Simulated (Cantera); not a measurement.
Input: 1 mol C2H6, 0.48 mol H2, 6 mol N2, held at 2500 K and 1.50 mbar.

Method: chemical equilibrium by Gibbs-energy minimisation in Cantera with the NASA 1993 tables (ideal gas, pure condensed phases). Candidate condensed phases: C, C6H6, C7H8, C8H18; 92 gas species. Kinetics and transport are ignored.

Base state: N2 0.534, H 0.267, H2 0.170, HCN 0.0213, HNC 0.00250, CN 0.00195, C2H2 (acetylene) 0.00184, C3 0.000331 (mole fractions); condensed: C(graphite).

Question: What changes in the equilibrium state with this change: pressure from 1.50 mbar to 12.0 Pa?

Answer: 
| species | before | after |
|---|---|---|
| N2 | 0.534 | 0.472 |
| H | 0.267 | 0.463 |
| H2 | 0.170 | 0.0408 |
| HCN | 0.0213 | 0.00982 |
| C2 | 3.05e-5 | 0.000382 |
| C3 | 0.000331 | 0.00414 |
| C5 | 9.86e-7 | 1.23e-5 |
| C | 0.000111 | 0.00139 |
| C(graphite), mol | 1.66 | 1.58 |
